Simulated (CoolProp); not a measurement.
Vapour-liquid equilibrium of R152A (1) + n-pentane (2) at 0.736 MPa; x and y are mole fractions of (1).

Model: multi-fluid Helmholtz-energy mixture model, Outcalt 1996 and Thol 2019; pair parameters Bell 2016, in CoolProp.

```tsv
x	bubble temperature (K)	y at the bubble point	dew temperature at overall composition x (K)	liquid density (mol/L)
0.05	364.5	0.327	380.4	7.690
0.125	344.7	0.595	376.4	8.206
0.2	332.7	0.718	372.1	8.614
0.275	325.4	0.781	367.7	8.966
0.35	320.8	0.817	363.0	9.294
0.425	317.7	0.841	357.9	9.619
0.5	315.4	0.858	352.4	9.956
0.575	313.6	0.873	346.4	10.32
0.65	312.1	0.887	339.6	10.71
0.725	310.6	0.902	331.9	11.15
0.8	309.2	0.920	323.0	11.64
0.875	307.8	0.943	313.4	12.21
0.95	306.3	0.973	307.4	12.85
```

No azeotrope shows between x = 0.05 and 0.95.

Pair parameters are fitted to limited data, so mixtures are less certain than the pure fluids. With so large a gap from Raoult's law the liquid may split in two, which this calculation doesn't test in full.
